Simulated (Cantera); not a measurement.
An adiabatic, constant-pressure homogeneous reactor starts with CH₃OH : O₂ : N₂ : H₂O = 1 : 2.59 : 9.72 : 0.63 (molar parts), at 1148 K and 28.0 bar.

Computed with Cantera and GRI-Mech 3.0 (53 species, 325 reactions). GRI-Mech 3.0 was tuned for natural gas; its chemistry of methanol as a main component is partial and can be far from experiment. The pressure lies above the range GRI-Mech 3.0 was tuned for (to about 10 atm).

Q: Predict: time of steepest temperature rise; temperature at 4.00 s; equilibrium temperature; x(O₂) at 4.00 s; x(H₂O) at 4.00 s; x(NO) at 4.00 s.

A: 
```json
{
  "time_of_steepest_temperature_rise": "2.00 ms",
  "temperature at 4.00 s": "2289 K",
  "equilibrium_temperature": "2289 K",
  "x(O₂) at 4.00 s": "0.0707 (gas-phase equilibrium 0.0707)",
  "x(H₂O) at 4.00 s": "0.180 (gas-phase equilibrium 0.180)",
  "x(NO) at 4.00 s": "0.00822 (gas-phase equilibrium 0.00822)"
}
```
